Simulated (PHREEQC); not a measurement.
A solution holds 0.0003 mol/kgw CaSO4, 0.00015 mol/kgw NaF and 1.8e-05 mol/kgw H4SiO4, at 20 °C. Closed to the air; pH follows from the charge balance.

All values are PHREEQC results (ion-association model, phreeqc.dat), not measurements.

This is a speciation only: nothing precipitates in the calculation.

Q: Predict the pH.

A: pH 7.06.

Q: In which forms is Ca present?

A: Ca+2 97 %, CaSO4 3.5 % of the Ca.

SiF6-2 is the database's only silicon fluoride.
